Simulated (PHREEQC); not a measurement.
## Reverse-osmosis permeate: an equilibrium model

A made-up water analysis in mg/L, 2.3 °C, pH 6.75, pe 2.2: Na 16.1; K 0.0192; Ca 1.19; Mg 1.11; Cl 7.06; S(6) as SO4 9.87; Alkalinity as HCO3 27.7; Mn(2) 0.00475.

Valence states are taken as typed.

Equilibrium calculation in PHREEQC: ion-association model, phreeqc.dat.

Precipitation was switched off in this run.

Question: What charge-balance error does the model give?

Answer: charge-balance error -0.4 %.

Question: In which forms is Mn present?

Answer: Mn+2 95 %, MnHCO3+ 3.4 %, MnSO4 0.8 % of the Mn.

At this temperature some constants are extrapolated from 25 °C, and those without enthalpy data are left unchanged.
